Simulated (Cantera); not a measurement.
Cantera run, input and output.

```python
import numpy as np
import cantera as ct

gas = ct.Solution("SiF4_NH3_mec.yaml", "gas")
gas.TPX = 1725, 11000, {'NH3': 1, 'H2': 5.4}
reactor = ct.IdealGasConstPressureReactor(gas, energy="off", clone=False)
net = ct.ReactorNet([reactor])
net.rtol, net.atol = 1e-08, 1e-18
show = ['NH3', 'H2', 'N2H2', 'NH2', 'NH', 'N', 'N2H4']
times = np.geomspace(0.0001, 6, 12)

steps = ct.SolutionArray(gas, extra=["t"])
rows = []
print(f"{'t/s':>10s}{'T/K':>9s}{'P/Pa':>11s}" + "".join(f"{s:>11s}" for s in show))
for t in times:
    while net.time < t:
        t_next = net.step()
        steps.append(gas.state, t=t_next)
    rows.append([np.interp(t, steps.t, y) for y in (steps.T, steps.P, *steps(*show).X.T)])
    print(f"{t:10.3e}{rows[-1][0]:9.1f}{rows[-1][1]:11.4g}" + "".join(f"{x:11.3e}" for x in rows[-1][2:]))
rate = np.gradient(steps.T, steps.t)
print("integrator steps:", len(steps.t))
if steps.T.max() > steps.T[0] + 200:
    print(f"time of steepest temperature rise: {steps.t[rate.argmax()]:.4e} s")
gas.TPX = 1725, 11000, {'NH3': 1, 'H2': 5.4}
gas.equilibrate("TP")
print(f"equilibrium (TP): T = {gas.T:.1f} K  " + "  ".join(f"{s} {gas[s].X[0]:.3e}" for s in show))
```

Output:

```
       t/s      T/K       P/Pa        NH3         H2       N2H2        NH2         NH          N       N2H4
 1.000e-04   1725.0    1.1e+04  1.562e-01  8.437e-01  9.606e-13  3.726e-07  1.777e-11  4.057e-15  8.419e-14
 2.719e-04   1725.0    1.1e+04  1.562e-01  8.437e-01  1.005e-11  1.008e-06  1.369e-10  9.240e-14  6.700e-13
 7.392e-04   1725.0    1.1e+04  1.562e-01  8.437e-01  8.714e-11  2.735e-06  1.028e-09  1.945e-12  5.091e-12
 2.010e-03   1725.0    1.1e+04  1.562e-01  8.437e-01  7.121e-10  7.424e-06  7.631e-09  3.972e-11  3.797e-11
 5.464e-03   1725.0    1.1e+04  1.562e-01  8.437e-01  5.945e-09  2.006e-05  5.572e-08  7.832e-10  2.779e-10
 1.486e-02   1725.0    1.1e+04  1.562e-01  8.437e-01  4.839e-08  5.114e-05  3.608e-07  1.286e-08  1.804e-09
 4.039e-02   1725.0    1.1e+04  1.559e-01  8.438e-01  1.529e-07  8.357e-05  9.611e-07  5.568e-08  4.808e-09
 1.098e-01   1725.0    1.1e+04  1.548e-01  8.443e-01  1.614e-07  8.542e-05  1.011e-06  6.024e-08  5.022e-09
 2.986e-01   1725.0    1.1e+04  1.520e-01  8.459e-01  1.576e-07  8.436e-05  1.004e-06  6.020e-08  4.898e-09
 8.117e-01   1725.0    1.1e+04  1.447e-01  8.501e-01  1.477e-07  8.156e-05  9.861e-07  6.009e-08  4.578e-09
 2.207e+00   1725.0    1.1e+04  1.271e-01  8.601e-01  1.244e-07  7.456e-05  9.397e-07  5.972e-08  3.826e-09
 6.000e+00   1725.0    1.1e+04  9.141e-02  8.803e-01  8.053e-08  5.927e-05  8.276e-07  5.836e-08  2.416e-09
integrator steps: 549
equilibrium (TP): T = 1725.0 K  NH3 8.752e-07  H2 9.319e-01  N2H2 2.790e-15  NH2 1.314e-09  NH 4.286e-11  N 7.094e-12  N2H4 1.197e-18
```

Computed with Cantera and the gas-phase N/H chemistry of the illustrative SiF4/NH3 mechanism in the Surface Chemkin manual (1991). Walls and surfaces, which speed up NH3 decomposition in real reactors, are not modelled.
